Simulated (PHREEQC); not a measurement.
## Phosphoric acid bath (model solution)

Dissolve 0.011 mol H3PO4 per kg of water at 25 °C. It is in equilibrium with CO2 at log p = -3.4 (atm). Otherwise closed; pH follows from the charge balance.

Computed with PHREEQC (ion-association model, phreeqc.dat).

Each row changes one thing in this solution. No solid was allowed to form.

```
case                                              pH  ionic strength (mol/kgw)  H2PO4- (mol/kgw)  H3PO4 (mol/kgw)  HPO4-2 (mol/kgw)  HCO3- (mol/kgw)
----------------------------------------------  ----  ------------------------  ----------------  ---------------  ----------------  ---------------
as made                                         2.24                   0.00619           0.00619          0.00481           8.56e-8          1.14e-9
H3PO4 from 0.011 to 0.0121 mol/kgw              2.21                   0.00662           0.00662          0.00548           8.64e-8          1.07e-9
H3PO4 from 0.011 to 0.0022 mol/kgw              2.77                   0.00178           0.00178         0.000424           7.46e-8          3.71e-9
H3PO4 replaced by Na2HPO4 at the same molality  8.06                    0.0317          0.000846         9.10e-10           0.00993         0.000819
H3PO4 replaced by KH2PO4 at the same molality   4.71                    0.0111            0.0109          2.79e-5           4.82e-5          3.46e-7
0.0002 mol/kgw TMAH added                       2.25                   0.00625           0.00625          0.00475           8.85e-8          1.17e-9
```

Complexes and solids missing from the database can't appear.
